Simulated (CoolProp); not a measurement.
A single-stage vapour-compression cycle with the fluoroketone C6F12O (FK-5-1-12): evaporating at 315.15 K (dew point), condensing at 377.15 K (bubble point), superheat 10 K, subcooling 8 K, compressor efficiency 0.8, no pressure losses. Each further row changes one setting.

Model: reference Helmholtz-energy equation of state, McLinden 2015, in CoolProp.

| case | cooling COP | pressure ratio | discharge temperature (K) | refrigerating effect (kJ/kg) | volumetric capacity (kJ/m³) |
|---|---|---|---|---|---|
| as stated | 2.26 | 6.26 | 377.1 | 37.0 | 358 |
| evaporating temperature 320.15 K | 2.74 | 5.23 | 377.1 | 41.2 | 473 |
| condensing temperature 372.15 K | 2.75 | 5.54 | 372.1 | 42.9 | 415 |
| subcooling 13 K | 2.62 | 6.26 | 377.1 | 42.9 | 415 |
| superheat 20 K | 2.56 | 6.26 | 377.1 | 46.0 | 429 |
| compressor efficiency 0.7 | 1.98 | 6.26 | 377.1 | 37.0 | 358 |

The compression ends wet for: as stated; evaporating temperature 320.15 K; condensing temperature 372.15 K; subcooling 13 K; superheat 20 K; compressor efficiency 0.7.
